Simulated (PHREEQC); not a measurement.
A column of 0.1 m (40 cells, dispersivity 0.005 m, 720 s a shift, diffusion coefficient 3e-10 m²/s) holds 0.18 eq of the database's cation exchanger X per kg of pore water, first in equilibrium with 23 mmol/kgw LiCl, 0.82 mmol/kgw MnCl2 and 0.01 mmol/kgw HCl. It is flushed with 0.0012 mol KBr, 0.02 mol MgSO4, 0.031 mol LiCl and 1e-05 mol HCl per kg of water, at 25 °C. Values are for the last cell. CO2 from the air is kept out. Nothing may precipitate in this run.

Model: ion-association model, phreeqc.dat, run in PHREEQC.

| pore volumes | S in solution (mol/kgw) | Mg in solution (mol/kgw) | Br in solution (mol/kgw) | K in solution (mol/kgw) | Mn in solution (mol/kgw) | MgX2 on the exchanger (mol/kgw) |
|---|---|---|---|---|---|---|
| 0 | 0 | 0 | 0 | 0 | 0.000820 | 0 |
| 0.5125 | 0.000428 | 0 | 2.57e-5 | 0 | 0.000898 | 0 |
| 1.012 | 0.0116 | 0 | 0.000693 | 5.32e-14 | 0.00390 | 0 |
| 1.512 | 0.0186 | 1.13e-10 | 0.00112 | 1.03e-8 | 0.00687 | 1.17e-9 |
| 2.013 | 0.0198 | 1.60e-6 | 0.00119 | 2.34e-6 | 0.0109 | (withheld) |
| 2.513 | 0.0200 | 0.000128 | 0.00120 | 3.41e-5 | 0.0161 | 0.000677 |
| 3.013 | 0.0200 | 0.000971 | 0.00120 | 0.000135 | 0.0180 | 0.00455 |
| 3.513 | 0.0200 | 0.00293 | 0.00120 | 0.000299 | 0.0169 | 0.0130 |
| 4.013 | 0.0200 | 0.00573 | 0.00120 | 0.000489 | 0.0143 | 0.0248 |
| 4.513 | 0.0200 | 0.00884 | 0.00120 | (withheld) | 0.0113 | 0.0374 |
| 5.013 | 0.0200 | 0.0117 | 0.00120 | 0.000828 | 0.00834 | 0.0487 |
| 5.513 | 0.0200 | 0.0142 | 0.00120 | 0.000948 | 0.00589 | 0.0578 |
| 6.013 | 0.0200 | 0.0160 | 0.00120 | 0.00103 | 0.00402 | 0.0646 |
| 6.513 | 0.0200 | 0.0173 | 0.00120 | 0.00109 | 0.00268 | (withheld) |
| 7.013 | 0.0200 | (withheld) | 0.00120 | 0.00113 | 0.00175 | 0.0727 |
| 7.513 | 0.0200 | (withheld) | 0.00120 | 0.00116 | 0.00113 | 0.0748 |
| 8.012 | 0.0200 | 0.0193 | 0.00120 | 0.00117 | 0.000719 | 0.0762 |

Task: Some entries are withheld; supply them.

Result: 
- 2.013, MgX2 on the exchanger (mol/kgw): 1.16e-5
- 4.513, K in solution (mol/kgw): 0.000673
- 6.513, MgX2 on the exchanger (mol/kgw): 0.0694
- 7.013, Mg in solution (mol/kgw): 0.0183
- 7.513, Mg in solution (mol/kgw): 0.0189
